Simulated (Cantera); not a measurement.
Feed: 1 mol CuO, 1.1 mol C, 7.5 mol N2, equilibrated at 3.70 mbar.

Cantera equilibrium calculation (NASA polynomials, part measured and part estimated; ideal gas, pure solids and liquids). Candidate condensed phases: C, Cu, CuO, Cu2O; 27 gas species. Equilibrium is a limit: real reactors are often held back by kinetics, nucleation or transport.

Task: At 948 K, list the 3 most abundant gas species with their mole fractions, and the condensed phases.

Result: N2 0.882, CO 0.117, CO2 8.94e-5. Condensed: C(graphite) + Cu(s).
